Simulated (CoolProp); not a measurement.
Properties of propylene along the isotherm 391.5 K (Tc = 364.2 K, pc = 45.55 bar, ω = 0.146).

Computed with CoolProp (reference Helmholtz-energy equation of state, Lemmon 2013).

| p (bar) | phase | Z | cp (kJ/(kg K)) | speed of sound (m/s) | isothermal compressibility (1/MPa) |
|---|---|---|---|---|---|
| 15.2 | gas | 0.9036 | 2.021 | 271.9 | 0.7323 |
| 30.4 | gas | 0.7935 | 2.286 | 247.1 | 0.4280 |
| 45.5 | gas | 0.6608 | 2.913 | ___ | 0.3707 |
| 60.7 | supercritical | 0.4828 | 5.172 | 193.3 | 0.4375 |
| 75.9 | supercritical | 0.3565 | 5.493 | 233.5 | 0.1889 |
| 91.1 | supercritical | 0.3597 | 4.092 | 305.3 | 0.07092 |
| 106 | supercritical | 0.3864 | 3.580 | 361.3 | 0.04139 |
| 121 | supercritical | 0.4189 | 3.316 | 407.5 | 0.02879 |
| 137 | supercritical | 0.4558 | 3.144 | 449.6 | 0.02165 |
| 152 | supercritical | 0.4911 | ___ | 484.2 | 0.01754 |
| 167 | supercritical | 0.5267 | 2.954 | 515.3 | 0.01474 |
| 182 | supercritical | 0.5624 | 2.892 | 543.7 | 0.01271 |
| 197 | supercritical | 0.5980 | 2.842 | 569.9 | 0.01118 |
| 213 | supercritical | ___ | 2.798 | 595.9 | 0.009902 |
| 228 | supercritical | 0.6710 | 2.765 | 618.6 | 0.008949 |

Q: Fill in the missing entries.

A: 
- 45.5, speed of sound (m/s): 219.1
- 152, cp (kJ/(kg K)): 3.035
- 213, Z: 0.6358

The peak of cp marks the crossing from liquid-like to gas-like fluid above the critical point.
